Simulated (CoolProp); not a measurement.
A Linde-Hampson liquefier for ethylene: isothermal reversible compression at 320 K from 1 atm to 20 MPa, throttling to 1 atm, return gas leaving the recuperator 10 K below the feed. Each further row changes one setting.

Computed with CoolProp (reference Helmholtz-energy equation of state, Smukala 2000).

```
case                        liquid yield per pass  compression work (kJ/kg of gas)
--------------------------  ---------------------  -------------------------------
as stated                                     ___                              418
high pressure 40 MPa                          ___                              ___
warm-end temperature 350 K                  0.315                              ___
warm-end gap 15 K                             ___                              418
```

Problem. What belongs in the gaps?

Solution. 
- as stated, liquid yield per pass: 0.403
- high pressure 40 MPa, liquid yield per pass: 0.414
- high pressure 40 MPa, compression work (kJ/kg of gas): 468
- warm-end temperature 350 K, compression work (kJ/kg of gas): 483
- warm-end gap 15 K, liquid yield per pass: 0.396
